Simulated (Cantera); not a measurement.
What does this Cantera script print?

```python
import numpy as np
import cantera as ct

gas_names = [...]  # 87 gases of nasa_gas.yaml made of C, H, Si
cond_names = """
    C(gr) C6H6(L) C7H8(L) C8H18(L),n-octa Si(cr) Si(L) SiC(b)
""".split()


# ... load() reads the species with a 1 bar reference pressure and builds the phases ...
atoms = {
    'Si(CH3)4': {'Si': 1, 'C': 4, 'H': 12},
    'H2': {'H': 2},
}
top_T = {'C(gr)': 4500, 'SiC(b)': 3050}  # K; cautious upper limits of use, not melting points


# ... equilibrate(T, P, feed) seeds the gas with the atoms and calls Mixture.equilibrate('TP', solver="vcs", rtol=1e-11, max_steps=5000) ...
results = []
feed = {'Si(CH3)4': 1, 'H2': 2}  # mol
P = 13332.2  # Pa
for T in [1248, 1398, 1548, 1698, 1848, 1998, 2148, 2298, 2448, 2598]:
    mix = equilibrate(T, P, feed)
    results.append((T, P, feed, dict(zip(mix.species_names, mix.species_moles))))

top = {s: max(r[3][s] / sum(r[3][g] for g in gas_names) for r in results) for s in gas_names}
cols = sorted((s for s in top if top[s] > 1e-06), key=lambda s: -top[s])[:7]
seen = [c for c in cond_names if any(r[3].get(c, 0) > 1e-12 for r in results)]
print("log10 of partial pressures in bar; condensed amounts in mol")
print(f"{'T/K':>10s}" + "".join(f"{s[:9]:>10s}" for s in cols + seen))
for T, P, feed, n in results:
    ng = sum(n[g] for g in gas_names)
    print(f"{T:10.4g}" + "".join(f"{np.log10(max(n[s] / ng * P / 1e5, 1e-99)):10.3f}" for s in cols)
          + "".join(f"{n.get(c, 0):10.4g}" for c in seen))
```

Result:

```
log10 of partial pressures in bar; condensed amounts in mol
       T/K        H2         H        Si C2H2,acet      SiC2      Si2C       SiH     C(gr)    SiC(b)
      1248    -0.876    -6.769   -13.761    -7.490   -17.653   -17.625   -13.152     2.988         1
      1398    -0.875    -5.763   -11.431    -6.486   -14.597   -14.624   -11.167     2.995         1
      1548    -0.875    -4.949    -9.556    -5.680   -12.141   -12.215    -9.571     2.998         1
      1698    -0.875    -4.278    -8.016    -5.018   -10.127   -10.240    -8.261     2.998         1
      1848    -0.876    -3.713    -6.728    -4.465    -8.446    -8.594    -7.167     2.995         1
      1998    -0.877    -3.233    -5.636    -3.998    -7.023    -7.201    -6.241     2.988    0.9998
      2148    -0.881    -2.821    -4.698    -3.599    -5.803    -6.009    -5.447     2.971    0.9982
      2298    -0.889    -2.463    -3.884    -3.258    -4.747    -4.976    -4.762     2.941     0.988
      2448    -0.906    -2.154    -3.171    -2.969    -3.824    -4.075    -4.167     2.909    0.9323
      2598    -0.943    -1.891    -2.542    -2.737    -3.010    -3.281    -3.654     2.933    0.6584
```

These are equilibrium values from Cantera (NASA tables, ideal gas, pure condensed phases), not measurements of a reactor. Gases not in the tables: Si2H6 and higher silanes.
